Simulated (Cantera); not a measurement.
# Thermodynamics of hydrogen reduction and annealing atmospheres, feed SiO₂ + H₂ + H₂O

Charge: 1 mol SiO₂, 1600 mol H₂, 1.1 mol H₂O, held at 1330 Pa.

Method: chemical equilibrium by Gibbs-energy minimisation in Cantera with the NASA 1993 tables (ideal gas, pure condensed phases). Candidate condensed phases: H₂O, Si, SiO₂; 18 gas species. The tables hold silica as quartz up to 1696 K and as liquid above; real silica turns to tridymite and cristobalite and melts near 1996 K. The numbers say what is thermodynamically allowed, not how fast it happens.

| T (K) | x H₂ | x H₂O | x H | x SiO | n SiO₂(α-quartz) | n SiO₂(β-quartz) |
|---|---|---|---|---|---|---|
| 698 | 0.999 | 0.000687 | <1e-12 | <1e-12 | 1.00 | 0 |
| 798 | 0.999 | 0.000687 | 2.31e-11 | <1e-12 | 1.00 | 0 |
| 898 | 0.999 | 0.000687 | 9.47e-10 | <1e-12 | 0 | 1.00 |
| 998 | 0.999 | 0.000687 | 1.86e-8 | <1e-12 | 0 | 1.00 |
| 1098 | 0.999 | 0.000687 | 2.14e-7 | 2.05e-11 | 0 | 1.00 |
| 1198 | 0.999 | 0.000687 | 1.65e-6 | 3.10e-9 | 0 | 1.000 |
| 1298 | 0.999 | 0.000687 | 9.28e-6 | 2.12e-7 | 0 | 1.000 |
x: gas mole fraction; n: condensed amount in mol.

From 698 K to 798 K the condensed part is SiO₂(α-quartz). From 898 K to 1298 K the condensed part is SiO₂(β-quartz).
